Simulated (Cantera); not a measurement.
An adiabatic, constant-pressure homogeneous reactor starts with 15.2 % CH₄, 17.9 % O₂, 67.0 % N₂, equivalence ratio 1.7, at 1100 K and 160000 Pa.

Model: GRI-Mech 3.0 (53 species, 325 reactions), integrated in Cantera.

One state of this run: T (K) = 2375; x CH₄ = 1.33e-11; x O₂ = 1.24e-5; x H = 0.00375; x O = 2.12e-5; x CO = 0.108; x C₂H = <1e-12; x NO₂ = 1.21e-9. x: mole fraction; the columns are a selection and need not sum to one.

Problem. Which value of t (s) does it belong to?
(A) 3.00e-6
(B) 1.15e-5
(C) 2.08
(D) 0.000170

Solution. C, 2.08
